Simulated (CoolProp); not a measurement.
R1336mzz(E) at 335.44 K and 0.965 MPa is throttled through a valve to 0.0294 MPa with no heat exchange. Each further row changes one setting.

The numbers come from the reference Helmholtz-energy equation of state, Akasaka 2023 in CoolProp.

| case | temperature change (K) | final phase | final density (kg/m³) |
|---|---|---|---|
| as stated | -81.3 | two-phase, vapour fraction 0.608 | (withheld) |
| outlet pressure 0.00882 MPa | -102.1 | (withheld) | 1.05 |
| outlet pressure 0.0382 MPa | (withheld) | two-phase, vapour fraction 0.579 | (withheld) |

Question: Some entries are withheld; supply them.

Answer: 
- as stated, final density (kg/m³): 3.83
- outlet pressure 0.00882 MPa, final phase: two-phase, vapour fraction 0.713
- outlet pressure 0.0382 MPa, temperature change (K): -76.2
- outlet pressure 0.0382 MPa, final density (kg/m³): 5.14
